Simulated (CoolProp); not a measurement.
R404A along the isobar 21.4 MPa: density (kg/m³) from the reference equation and from simpler models built on Tc = 345.3 K, pc = 3.735 MPa, ω = 0.293; each cubic takes its own stable root.

The numbers come from the reference Helmholtz-energy equation of state, Lemmon 2003 in CoolProp. It is a pseudo-pure fit of the blend.

```json
[
 {"T (K)": "279", "phase": "liquid", "reference": "1224", "van der Waals": "783.4", "Redlich-Kwong": "1070", "Soave-Redlich-Kwong": "1094", "Peng-Robinson": "1227"},
 {"T (K)": "310.6", "phase": "liquid", "reference": "1138", "van der Waals": "752.2", "Redlich-Kwong": "?", "Soave-Redlich-Kwong": "1016", "Peng-Robinson": "1137"},
 {"T (K)": "342.2", "phase": "liquid", "reference": "1047", "van der Waals": "719.9", "Redlich-Kwong": "928.8", "Soave-Redlich-Kwong": "930.4", "Peng-Robinson": "1036"},
 {"T (K)": "373.7", "phase": "supercritical", "reference": "?", "van der Waals": "686.8", "Redlich-Kwong": "855.1", "Soave-Redlich-Kwong": "839.0", "Peng-Robinson": "928.0"},
 {"T (K)": "405.3", "phase": "supercritical", "reference": "?", "van der Waals": "652.6", "Redlich-Kwong": "781.5", "Soave-Redlich-Kwong": "746.5", "Peng-Robinson": "818.1"},
 {"T (K)": "436.9", "phase": "supercritical", "reference": "751.1", "van der Waals": "617.9", "Redlich-Kwong": "?", "Soave-Redlich-Kwong": "659.5", "Peng-Robinson": "716.1"},
 {"T (K)": "468.4", "phase": "supercritical", "reference": "662.1", "van der Waals": "583.2", "Redlich-Kwong": "644.9", "Soave-Redlich-Kwong": "584.1", "Peng-Robinson": "629.2"},
 {"T (K)": "500", "phase": "supercritical", "reference": "?", "van der Waals": "548.7", "Redlich-Kwong": "586.0", "Soave-Redlich-Kwong": "521.5", "Peng-Robinson": "558.3"}
]
```

### Question
Some entries are withheld; supply them.

### Answer

- 310.6, Redlich-Kwong: 1001
- 373.7, reference: 950.1
- 405.3, reference: 849.6
- 436.9, Redlich-Kwong: 710.5
- 500, reference: 586.5
